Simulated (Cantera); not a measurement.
A closed system holds: 1 mol c-C4F8, 0.12 mol Si, 0.13 mol H2, at 2748 K and 75.0 Torr.

Method: chemical equilibrium by Gibbs-energy minimisation in Cantera with the NASA 1993 tables (ideal gas, pure condensed phases). The feed counts by its element totals alone. The tables' values for SiF3, C2F4 are old estimates; treat these amounts as uncertain. Gases not in the tables: C2F6 and larger saturated fluorocarbons. Rates play no part.

| species | before | after |
|---|---|---|
| F | 0.431 | 0.648 |
| CF2 | 0.434 | 0.201 |
| CF | 0.0281 | 0.0827 |
| CF4 | 0.0202 | 0.000432 |
| CF3 | 0.0107 | 0.00155 |
| SiF4 | 0.0235 | 0.0166 |
| HF | 0.0516 | 0.0406 |
| C5 | 1.31e-6 | 0.000109 |
| C4 | 2.54e-7 | 2.00e-5 |
| SiF2 | 8.63e-7 | 4.27e-5 |
| C2 | 1.59e-5 | 0.000529 |
| C3 | 0.000164 | 0.00516 |
| C | 3.69e-5 | 0.000794 |
| C(graphite), mol | 1.51 | 2.06 |
Gas species are given as mole fractions.

### Question
What was changed between the two runs?
A. c-C4F8 replaced by CF4
B. temperature from 2748 K to 3048 K
C. temperature from 2748 K to 1150 K
D. temperature from 2748 K to 723 K

### Answer
B, temperature from 2748 K to 3048 K. The tables' values for SiF3, SiF2 are old estimates; treat these amounts as uncertain
